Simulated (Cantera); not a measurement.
Charge: 1 mol Al2O3, 1.8 mol N2, at 1 atm.

These are equilibrium values from Cantera (NASA tables, ideal gas, pure condensed phases), not measurements of a reactor. Candidate condensed phases: Al, AlN, Al2O3; 16 gas species. Equilibrium is a limit: real reactors are often held back by kinetics, nucleation or transport.

**Question.** Which condensed phases are stable at each of these points (T (°C)): 700, 900, 1100, 1300, 1500, 1700, 1900, 2100?

**Answer.** 
| T (°C) | condensed phases | Al condensed (%) |
|---|---|---|
| 700 | Al2O3(s) | 100.0 |
| 900 | Al2O3(s) | 100.0 |
| 1100 | Al2O3(s) | 100.0 |
| 1300 | Al2O3(s) | 100.0 |
| 1500 | Al2O3(s) | 100.0 |
| 1700 | Al2O3(s) | 100.0 |
| 1900 | Al2O3(s) | 100.0 |
| 2100 | Al2O3(l) | 100.0 |

From 700 °C to 1900 °C the condensed part is Al2O3(s). At 2100 °C the condensed part is Al2O3(l).
